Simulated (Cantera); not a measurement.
Input (Python, Cantera) and output of one run.

```python
import numpy as np
import cantera as ct

gas_names = """
    H H2 H2S N NH NH2 NH3 N2 N2H2 N2H4 Ni NiS S SH SN S2 S8
""".split()
cond_names = """
    Ni(cr) Ni(L) NiS(b) NiS(a) NiS(L) NiS2(s) NiS2(L) Ni3S2(I) Ni3S2(II) Ni3S2(L) Ni3S4(s) S(cr1) S(cr2)
    S(L)
""".split()


def load(file, names, dense=False):
    # The tables refer to 1 bar. Condensed volumes are neglected.
    table = {s.name: s for s in ct.Species.list_from_file(file)}
    out = []
    for n in names:
        d = dict(table[n].input_data)
        d["thermo"] = dict(d["thermo"], **{"reference-pressure": 1e5})
        if dense:
            d["equation-of-state"] = {"model": "constant-volume", "density": "1e6 g/cm^3"}
        out.append(ct.Species.from_dict(d))
    return out


gas = ct.Solution(thermo="ideal-gas", species=load("nasa_gas.yaml", gas_names))
cond = {s.name: ct.Solution(thermo="fixed-stoichiometry", species=[s], name=s.name)
        for s in load("nasa_condensed.yaml", cond_names, dense=True)}
atoms = {
    'NiS': {'Ni': 1, 'S': 1},
    'H2': {'H': 2},
    'N2': {'N': 2},
}
top_T = {'Ni3S4(s)': 620}  # K; cautious upper limits of use, not melting points


def equilibrate(T, P, feed):
    n = {}
    for name, mol in feed.items():
        for a, k in atoms[name].items():
            n[a] = n.get(a, 0.0) + k * mol
    gas.TPX = T, P, n
    mass = sum(n.values()) * gas.mean_molecular_weight
    gas.equilibrate("TP")
    valid = [c for c in cond.values() if c.min_temp <= T <= top_T.get(c.name, c.max_temp)]
    mix = ct.Mixture([(gas, mass / gas.mean_molecular_weight)] + [(c, 0.0) for c in valid])
    mix.T, mix.P = T, P
    mix.equilibrate("TP", solver="vcs", rtol=1e-11, max_steps=5000)
    return mix


results = []
feed = {'NiS': 1, 'H2': 200, 'N2': 38}  # mol
for P in [10, 32, 100, 320, 1000, 3200, 10000, 32000, 100000, 320000, 1000000]:
    for T in [1348, 1423, 1498, 1573, 1648, 1723, 1798, 1873, 1948, 2023, 2098, 2173]:
        mix = equilibrate(T, P, feed)
        results.append((T, P, feed, dict(zip(mix.species_names, mix.species_moles))))

for T, P, feed, n in results:
    print(f"{T:7g} {P:10.4g}  " + (" + ".join(c for c in cond_names if n.get(c, 0) > 1e-12) or "gas only"))
```

Output:

```
   1348         10  Ni(cr)
   1423         10  Ni(cr)
   1498         10  Ni(cr)
   1573         10  Ni(cr)
   1648         10  gas only
   1723         10  gas only
   1798         10  gas only
   1873         10  gas only
   1948         10  gas only
   2023         10  gas only
   2098         10  gas only
   2173         10  gas only
   1348         32  Ni(cr)
   1423         32  Ni(cr)
   1498         32  Ni(cr)
   1573         32  Ni(cr)
   1648         32  Ni(cr)
   1723         32  gas only
   1798         32  gas only
   1873         32  gas only
   1948         32  gas only
   2023         32  gas only
   2098         32  gas only
   2173         32  gas only
   1348        100  Ni(cr)
   1423        100  Ni(cr)
   1498        100  Ni(cr)
   1573        100  Ni(cr)
   1648        100  Ni(cr)
   1723        100  gas only
   1798        100  gas only
   1873        100  gas only
   1948        100  gas only
   2023        100  gas only
   2098        100  gas only
   2173        100  gas only
   1348        320  Ni(cr)
   1423        320  Ni(cr)
   1498        320  Ni(cr)
   1573        320  Ni(cr)
   1648        320  Ni(cr)
   1723        320  Ni(cr)
   1798        320  gas only
   1873        320  gas only
   1948        320  gas only
   2023        320  gas only
   2098        320  gas only
   2173        320  gas only
   1348       1000  Ni(cr)
   1423       1000  Ni(cr)
   1498       1000  Ni(cr)
   1573       1000  Ni(cr)
   1648       1000  Ni(cr)
   1723       1000  Ni(cr)
   1798       1000  Ni(L)
   1873       1000  Ni(L)
   1948       1000  gas only
   2023       1000  gas only
   2098       1000  gas only
   2173       1000  gas only
   1348       3200  Ni(cr)
   1423       3200  Ni(cr)
   1498       3200  Ni(cr)
   1573       3200  Ni(cr)
   1648       3200  Ni(cr)
   1723       3200  Ni(cr)
   1798       3200  Ni(L)
   1873       3200  Ni(L)
   1948       3200  Ni(L)
   2023       3200  gas only
   2098       3200  gas only
   2173       3200  gas only
   1348      1e+04  Ni(cr)
   1423      1e+04  Ni(cr)
   1498      1e+04  Ni(cr)
   1573      1e+04  Ni(cr)
   1648      1e+04  Ni(cr)
   1723      1e+04  Ni(cr)
   1798      1e+04  Ni(L)
   1873      1e+04  Ni(L)
   1948      1e+04  Ni(L)
   2023      1e+04  Ni(L)
   2098      1e+04  gas only
   2173      1e+04  gas only
   1348    3.2e+04  Ni(cr)
   1423    3.2e+04  Ni(cr)
   1498    3.2e+04  Ni(cr)
   1573    3.2e+04  Ni(cr)
   1648    3.2e+04  Ni(cr)
   1723    3.2e+04  Ni(cr)
   1798    3.2e+04  Ni(L)
   1873    3.2e+04  Ni(L)
   1948    3.2e+04  Ni(L)
   2023    3.2e+04  Ni(L)
   2098    3.2e+04  Ni(L)
   2173    3.2e+04  Ni(L)
   1348      1e+05  Ni(cr)
   1423      1e+05  Ni(cr)
   1498      1e+05  Ni(cr)
   1573      1e+05  Ni(cr)
   1648      1e+05  Ni(cr)
   1723      1e+05  Ni(cr)
   1798      1e+05  Ni(L)
   1873      1e+05  Ni(L)
   1948      1e+05  Ni(L)
   2023      1e+05  Ni(L)
   2098      1e+05  Ni(L)
   2173      1e+05  Ni(L)
   1348    3.2e+05  Ni(cr)
   1423    3.2e+05  Ni(cr)
   1498    3.2e+05  Ni(cr)
   1573    3.2e+05  Ni(cr)
   1648    3.2e+05  Ni(cr)
   1723    3.2e+05  Ni(cr)
   1798    3.2e+05  Ni(L)
   1873    3.2e+05  Ni(L)
   1948    3.2e+05  Ni(L)
   2023    3.2e+05  Ni(L)
   2098    3.2e+05  Ni(L)
   2173    3.2e+05  Ni(L)
   1348      1e+06  Ni(cr)
   1423      1e+06  Ni(cr)
   1498      1e+06  Ni(cr)
   1573      1e+06  Ni(cr)
   1648      1e+06  Ni(cr)
   1723      1e+06  Ni(cr)
   1798      1e+06  Ni(L)
   1873      1e+06  Ni(L)
   1948      1e+06  Ni(L)
   2023      1e+06  Ni(L)
   2098      1e+06  Ni(L)
   2173      1e+06  Ni(L)
```

Method: chemical equilibrium by Gibbs-energy minimisation in Cantera with the NASA 1993 tables (ideal gas, pure condensed phases).
